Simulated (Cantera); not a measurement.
Cantera run:

```python
import numpy as np
import cantera as ct

gas_names = """
    Hg N NO NO2 NO3 N2 N2O O O2 O3
""".split()
cond_names = """
    Hg(cr) Hg(L) HgO(s)
""".split()


# ... load() reads the species with a 1 bar reference pressure and builds the phases ...
atoms = {
    'Hg': {'Hg': 1},
    'O2': {'O': 2},
    'N2': {'N': 2},
}
top_T = {}  # K; cautious upper limits of use, not melting points


# ... equilibrate(T, P, feed) seeds the gas with the atoms and calls Mixture.equilibrate('TP', solver="vcs", rtol=1e-11, max_steps=5000) ...
results = []
feed = {'Hg': 1, 'O2': 0.42, 'N2': 0.1}  # mol
T = 1548.15  # K
P = 101325  # Pa
mix = equilibrate(T, P, feed)
results.append((T, P, feed, dict(zip(mix.species_names, mix.species_moles))))
print(gas.report(threshold=0.001))
for i in range(1, mix.n_phases):
    print(f"{mix.phase(i).name:16s} {mix.phase_moles(i):12.5e} mol")
```

Result:

```
       temperature   1548.2 K
          pressure   1.0133e+05 Pa
           density   1.1229 kg/m^3
  mean mol. weight   142.65 kg/kmol
   phase of matter   gas

                          1 kg             1 kmol
                     ---------------   ---------------
          enthalpy        5.0369e+05        7.1853e+07  J
   internal energy        4.1346e+05        5.8981e+07  J
           entropy            1625.6         2.319e+05  J/K
    Gibbs function       -2.0131e+06       -2.8717e+08  J
 heat capacity c_p            182.94             26097  J/K
 heat capacity c_v            124.66             17783  J/K

                      mass frac. Y      mole frac. X     chem. pot. / RT
                     ---------------   ---------------   ---------------
                Hg            0.9251           0.65789           -18.781
                N2          0.012869          0.065534           -28.822
                O2          0.061921           0.27606           -29.161
     [   +7 minor]        0.00010825        0.00051502

Hg(L)             0.00000e+00 mol
```

Cantera equilibrium calculation (NASA polynomials, part measured and part estimated; ideal gas, pure solids and liquids).
